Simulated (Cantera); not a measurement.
A closed system holds: 1 mol CH₃SiH₃, 0.11 mol C₃H₈, 260 mol H₂, at 0.0680 bar.

Method: chemical equilibrium by Gibbs-energy minimisation in Cantera with the NASA 1993 tables (ideal gas, pure condensed phases). Candidate condensed phases: C, C₆H₆, C₇H₈, C₈H₁₈, Si, SiC; 87 gas species. The feed counts by its element totals alone. Gases not in the tables: Si₂H₆ and higher silanes. Kinetics and transport are ignored.

**Question.** Which condensed phases are stable at each of these points (T (°C)): 800, 950, 1100, 1250, 1400, 1550, 1700, 1850, 2000, 2150?

**Answer.** 
| T (°C) | condensed phases | Si condensed (%) |
|---|---|---|
| 800 | SiC(s) | 100.0 |
| 950 | C(graphite) + SiC(s) | 100.0 |
| 1100 | C(graphite) + SiC(s) | 100.0 |
| 1250 | C(graphite) + SiC(s) | 100.0 |
| 1400 | C(graphite) + SiC(s) | 100.0 |
| 1550 | C(graphite) + SiC(s) | 99.9 |
| 1700 | SiC(s) | 99.1 |
| 1850 | SiC(s) | 89.3 |
| 2000 | SiC(s) | 25.7 |
| 2150 | gas only | 0.0 |

At 800 °C the condensed part is SiC(s). From 950 °C to 1550 °C the condensed part is C(graphite) + SiC(s). From 1700 °C to 2000 °C the condensed part is SiC(s). At 2150 °C nothing is condensed.
